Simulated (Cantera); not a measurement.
Feed: 1 mol SiH₄, 0.54 mol H₂O, 3.3 mol N₂, 0.036 mol Cl₂, at 8.70 Pa.

Method: chemical equilibrium by Gibbs-energy minimisation in Cantera with the NASA 1993 tables (ideal gas, pure condensed phases). Candidate condensed phases: H₂O, NH₄Cl, Si, SiO₂, Si₂N₂O, Si₃N₄; 47 gas species. N₂ is the only nitrogen source here; it is nearly inert below about 1500 K, so the nitride shown seldom forms there in practice. Mutual solubility and eutectic melting of coexisting phases are not modelled. The tables hold silica as quartz up to 1696 K and as liquid above; real silica turns to tridymite and cristobalite and melts near 1996 K. Equilibrium is a limit: real reactors are often held back by kinetics, nucleation or transport.

Question: At 1325 K, list the 5 most abundant gas species with their mole fractions, and the condensed phases.

Answer: N₂ 0.521, H₂ 0.462, HCl 0.0133, SiO 0.00348, H 0.000119. Condensed: SiO₂(β-quartz) + Si₂N₂O(s).
